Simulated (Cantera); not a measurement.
Charge: 1 mol Si₂H₆, 2.5 mol HCl, 71 mol N₂, held at 17.3 Torr.

Cantera equilibrium calculation (NASA polynomials, part measured and part estimated; ideal gas, pure solids and liquids). Candidate condensed phases: NH₄Cl, Si, Si₃N₄; 28 gas species. The feed counts by its element totals alone. N₂ is the only nitrogen source here; it is nearly inert below about 1500 K, so the nitride shown seldom forms there in practice. Rates play no part.

Over these rows the condensed part is Si₃N₄(s). Partial pressures as log10 of bar:

```
T (K)  1000/T (1/K)  log p SiCl₂  log p N₂  log p H₂  log p HCl
-----  ------------  -----------  --------  --------  ---------
975          1.0256        -9.41     -1.67     -3.04      -3.12
1075         0.9302        -8.08     -1.67     -3.04      -3.12
1175         0.8511        -6.99     -1.67     -3.04      -3.12
1275         0.7843            ?     -1.67     -3.04      -3.12
1375         0.7273        -5.30     -1.67     -3.03      -3.12
1475         0.6780        -4.68     -1.67     -3.03      -3.14
```

Task: Fit log p(SiCl₂) = a + b·(1000/T) to the five rows, give the apparent enthalpy, and predict the row at 1275 K.

Result: Means: 1000/T = 0.8424, log p = -6.892. Sxy = -1.113349, Sxx = 0.0816221, so b = -13.64 and a = -6.892 − (-13.64)×0.8424 = 4.60.
Apparent enthalpy: −19.145 × (-13.64) = 261 kJ/mol. With the condensed phases at unit activity, 1/3 Si₃N₄(s) + 2 HCl(g) = SiCl₂(g) + 2/3 N₂(g) + H₂(g) links this pressure to the main gases: over the six rows their terms move log p by -0.05 in all, so the slope is close to that reaction's ΔH°. The five rows lie within 0.03 of the line.
Prediction at 1275 K: 4.60 + (-13.64)×0.7843 = -6.10. The computed value is -6.07, 0.03 from the line.
